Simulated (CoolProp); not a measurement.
Vapour-liquid equilibrium of R125 (1) + R143a (2) at 303 K; x and y are mole fractions of (1).

The numbers come from the multi-fluid Helmholtz-energy mixture model, Lemmon 2005 and Lemmon and Jacobsen 2000; pair parameters Lemmon 2004 in CoolProp.

```tsv
x	bubble pressure, mixture model (MPa)	bubble pressure, Raoult's law (MPa)	y, mixture model	y, Raoult's law
0.05	1.430	1.435	0.051	0.054
0.2	1.436	1.455	0.204	0.215
0.35	1.448	1.475	0.360	0.371
0.5	1.465	1.496	0.515	0.522
0.65	1.488	1.516	0.667	0.670
0.8	1.516	1.536	0.814	0.814
0.95	1.550	1.556	0.955	0.954
```

The largest gap from Raoult's law is -2.1 % in bubble pressure, at x = 0.5. No azeotrope shows between x = 0.05 and 0.95.

The pair parameters rest on a limited set of measurements; away from them the model extrapolates.
